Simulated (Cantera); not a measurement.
**Gas-phase reforming**

A perfectly stirred reactor is fed with 28.6 % CH₄, 71.4 % CO₂, at 79000 Pa; it is held at 1550 K, and followed from long to short residence time.

Computed with Cantera and GRI-Mech 3.0 (53 species, 325 reactions).

| τ (s) | x CH₄ | x CO₂ | x C₂H | x H | x O₂ | x H₂O₂ |
|---|---|---|---|---|---|---|
| 13 | 0.0213 | 0.191 | 5.17e-9 | 1.28e-5 | 8.53e-12 | <1e-12 |
| 2.7 | 0.0409 | 0.275 | 1.20e-8 | 9.45e-6 | 1.22e-11 | <1e-12 |
| 0.56 | 0.0891 | 0.416 | 1.45e-8 | 5.95e-6 | 1.62e-11 | <1e-12 |
| 0.12 | 0.181 | 0.595 | 7.37e-9 | 4.08e-6 | 7.78e-12 | <1e-12 |
| 0.024 | 0.252 | 0.690 | 2.02e-9 | 2.04e-6 | 1.24e-12 | <1e-12 |
| 0.0050 | 0.279 | 0.712 | 2.02e-10 | 5.45e-7 | <1e-12 | <1e-12 |
| 0.0010 | 0.285 | 0.714 | 5.86e-12 | 1.35e-7 | <1e-12 | <1e-12 |
| 0.00022 | 0.286 | 0.714 | <1e-12 | 7.67e-8 | <1e-12 | <1e-12 |
x: mole fraction; the columns are a selection and need not sum to one.
